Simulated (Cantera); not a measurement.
A perfectly stirred reactor is fed with CH₄ : N₂ = 0.28 : 52 (molar parts), at 0.326 atm; it is held at 1473 K, and followed from long to short residence time.

Cantera simulation using GRI-Mech 3.0 (53 species, 325 reactions); the numbers are that mechanism's predictions, not measurements. GRI-Mech 3.0 stops at C3 and has no aromatics, soot or wall deposition, so with more carbon than oxygen in the feed, carbon stays in small species such as C2H2 where larger ones or solid carbon would form.

**Question.** Predict: x(CH₄) at τ = 0.320 s; x(CH₃) at τ = 0.320 s; x(C₂H₂) at τ = 0.320 s; x(H) at τ = 0.320 s; x(CH₂) at τ = 0.320 s; x(CH₄) at τ = 8.00 ms; x(CH₃) at τ = 8.00 ms; x(C₂H₂) at τ = 8.00 ms; x(H) at τ = 8.00 ms.

**Answer.** 
| Quantity | Result |
|---|---|
| x(CH₄) at τ = 0.320 s | 0.00473 |
| x(CH₃) at τ = 0.320 s | 2.72e-5 |
| x(C₂H₂) at τ = 0.320 s | 0.000196 |
| x(H) at τ = 0.320 s | 2.95e-7 |
| x(CH₂) at τ = 0.320 s | 5.40e-9 |
| x(CH₄) at τ = 8.00 ms | 0.00535 |
| x(CH₃) at τ = 8.00 ms | 4.27e-6 |
| x(C₂H₂) at τ = 8.00 ms | 4.55e-9 |
| x(H) at τ = 8.00 ms | 1.03e-8 |
